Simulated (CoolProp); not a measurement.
Computed with CoolProp (reference Helmholtz-energy equation of state, Thol 2017).

**Question.** For octamethyltrisiloxane (MDM), give the phase and the cv (kJ/(kg K)), speed of sound (m/s), expansivity (1/kK) at 26.85 °C and 19.2 bar; 26.85 °C and 38.3 bar; 26.85 °C and 105 bar.

**Answer.** 
- 26.85 °C and 19.2 bar: liquid; cv 1.48, speed of sound 925, expansivity 1.21
- 26.85 °C and 38.3 bar: liquid; cv 1.48, speed of sound 939, expansivity 1.18
- 26.85 °C and 105 bar: liquid; cv 1.48, speed of sound 986, expansivity 1.10
